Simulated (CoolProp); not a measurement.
Vapour-liquid equilibrium of CHF3 (R23) (1) + R134a (2) at 648 kPa; x and y are mole fractions of (1).

Computed with CoolProp (multi-fluid Helmholtz-energy mixture model, Penoncello 2003 and Tillner-Roth 1994; pair parameters Bell 2016).

### Question
Give the bubble temperature and the first vapour's composition at x = 0.25, 0.55, 0.75. Is there an azeotrope?

### Answer
x = 0.25: -4.5 °C, y = 0.675; x = 0.55: -25.0 °C, y = 0.909; x = 0.75: -34.0 °C, y = 0.965. No azeotrope shows between x = 0.05 and 0.95.

The pair parameters rest on a limited set of measurements; away from them the model extrapolates.
